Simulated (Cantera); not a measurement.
A closed system holds: 1 mol Ti(NMe2)4, 11 mol O2, 9.7 mol CH4, held at 0.0580 bar.

These are equilibrium values from Cantera (NASA tables, ideal gas, pure condensed phases), not measurements of a reactor. Candidate condensed phases: C, C6H6, C7H8, C8H18, H2O, Ti, TiC, TiN, TiO, TiO2, Ti2O3, Ti3O5, Ti4O7; 139 gas species. The feed counts by its element totals alone. Equilibrium is a limit: real reactors are often held back by kinetics, nucleation or transport.

Task: At 1225 K, list the 5 most abundant gas species with their mole fractions, and the condensed phases.

Result: H2 0.582, CO 0.334, N2 0.0391, H2O 0.0324, CO2 0.0126. Condensed: TiO2(rutile).
